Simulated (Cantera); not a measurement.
A closed system holds: 1 mol PbO, 0.27 mol H2, equilibrated at 802 °C and 1 atm.

Equilibrium computed with Cantera from the NASA thermochemical tables; the gas is ideal and each condensed phase is pure. Candidate condensed phases: H2O, Pb, PbO, PbO2, Pb3O4; 12 gas species. Mutual solubility and eutectic melting of coexisting phases are not modelled. Kinetics and transport are ignored.

Base state: H2O 1.000, H2 0.000190, Pb 7.49e-5 (mole fractions); condensed: Pb(l) + PbO(yellow).

Q: What changes in the equilibrium state with this change: PbO replaced by Fe(CO)5?

A: 
| species | before | after |
|---|---|---|
| CO | 0 | 0.845 |
| CO2 | 0 | 0.0984 |
| H2 | 0.000190 | 0.0508 |
| H2O | 1.000 | 0.00550 |
| Pb | 7.49e-5 | 0 |
| CH4 | 0 | 0.000118 |
| Pb(l), mol | 0.270 | 0 |
| PbO(yellow), mol | 0.730 | 0 |
| C(graphite), mol | 0 | 0.495 |
| Fe(α), mol | 0 | 1.00 |
Condensed phases not in the tables: cementite and carbon dissolved in iron. Further candidate phases: C, C6H6, C7H8, C8H18, Fe, Fe(CO)5, FeO, Fe(OH)2, Fe(OH)3, Fe2O3, Fe3O4.
